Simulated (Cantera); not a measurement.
Equilibrium for chlorosilane synthesis and conversion: Si + HCl + H₂

Feed: 1 mol Si, 1.8 mol HCl, 11 mol H₂, held at 325 °C and 1 atm.

These are equilibrium values from Cantera (NASA tables, ideal gas, pure condensed phases), not measurements of a reactor. Candidate condensed phases: Si; 19 gas species. Rates play no part.

```yaml
x(H₂): 0.958
x(SiHCl₃): 0.0208
x(SiCl₄): 0.0205
x(SiH₂Cl₂): 0.00106
x(HCl): 2.47e-5
x(SiH₃Cl): 1.04e-5
n(Si(s)): 0.479 mol
gas_amount: 12.28 mol
```
